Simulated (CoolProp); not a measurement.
Vapour-liquid equilibrium of CH2F2 (R32) (1) + R134a (2) at 282.1 K; x and y are mole fractions of (1).

Computed with CoolProp (multi-fluid Helmholtz-energy mixture model, Tillner-Roth 1997 and Tillner-Roth 1994; pair parameters Lemmon 2004).

```json
[
 {"x": "0.05", "bubble pressure (bar)": "4.334", "y at the bubble point": "0.114", "dew pressure at overall composition x (bar)": "4.142", "liquid density (mol/L)": "12.62"},
 {"x": "0.2", "bubble pressure (bar)": "5.316", "y at the bubble point": "0.372", "dew pressure at overall composition x (bar)": "4.622", "liquid density (mol/L)": "13.37"},
 {"x": "0.35", "bubble pressure (bar)": "6.291", "y at the bubble point": "0.554", "dew pressure at overall composition x (bar)": "5.216", "liquid density (mol/L)": "[?]"},
 {"x": "0.5", "bubble pressure (bar)": "7.272", "y at the bubble point": "0.693", "dew pressure at overall composition x (bar)": "5.968", "liquid density (mol/L)": "15.17"},
 {"x": "0.65", "bubble pressure (bar)": "8.271", "y at the bubble point": "0.804", "dew pressure at overall composition x (bar)": "6.940", "liquid density (mol/L)": "[?]"},
 {"x": "0.8", "bubble pressure (bar)": "9.300", "y at the bubble point": "[?]", "dew pressure at overall composition x (bar)": "8.228", "liquid density (mol/L)": "17.57"},
 {"x": "0.95", "bubble pressure (bar)": "10.36", "y at the bubble point": "0.976", "dew pressure at overall composition x (bar)": "9.989", "liquid density (mol/L)": "[?]"}
]
```

Q: Fill in the missing entries.

A: 
- 0.35, liquid density (mol/L): 14.21
- 0.65, liquid density (mol/L): 16.28
- 0.8, y at the bubble point: 0.897
- 0.95, liquid density (mol/L): 19.10

No azeotrope shows between x = 0.05 and 0.95.

Pair parameters are fitted to limited data, so mixtures are less certain than the pure fluids.
